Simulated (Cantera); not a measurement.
## Hydrogen reduction and annealing atmospheres: TiO2 + H2 + H2O

Input: 1 mol TiO2, 880 mol H2, a varied amount of H2O, held at 1948 K and 5.80 bar.

Cantera equilibrium calculation (NASA polynomials, part measured and part estimated; ideal gas, pure solids and liquids). Candidate condensed phases: H2O, Ti, TiO, TiO2, Ti2O3, Ti3O5, Ti4O7; 12 gas species. Mutual solubility and eutectic melting of coexisting phases are not modelled. Equilibrium is a limit: real reactors are often held back by kinetics, nucleation or transport.

| n(H2O) (mol) | log p H2 | log p H2O | log p H | log p OH | n Ti2O3(s) | n Ti3O5(s) |
|---|---|---|---|---|---|---|
| 0.82 | 0.76 | -2.06 | -2.57 | -6.43 | 0.500 | 0 |
| 1.3 | 0.76 | -1.93 | -2.57 | -6.30 | 0.500 | 0 |
| 1.7 | 0.76 | -1.84 | -2.57 | -6.21 | 0.500 | 0 |
| 2.1 | 0.76 | -1.78 | -2.57 | -6.15 | 0.224 | 0.184 |
| 2.6 | 0.76 | -1.72 | -2.57 | -6.09 | 0 | 0.333 |
| 3 | 0.76 | -1.66 | -2.57 | -6.03 | 0 | 0.333 |
| 3.4 | 0.76 | -1.61 | -2.57 | -5.98 | 0 | 0.333 |
log p: log10 of the partial pressure in bar; n: condensed amount in mol.

From 0.82 mol H2O to 1.7 mol H2O the condensed part is Ti2O3(s). At 2.1 mol H2O the condensed part is Ti2O3(s) + Ti3O5(s). From 2.6 mol H2O to 3.4 mol H2O the condensed part is Ti3O5(s). The main Ti-bearing gas is TiO throughout.
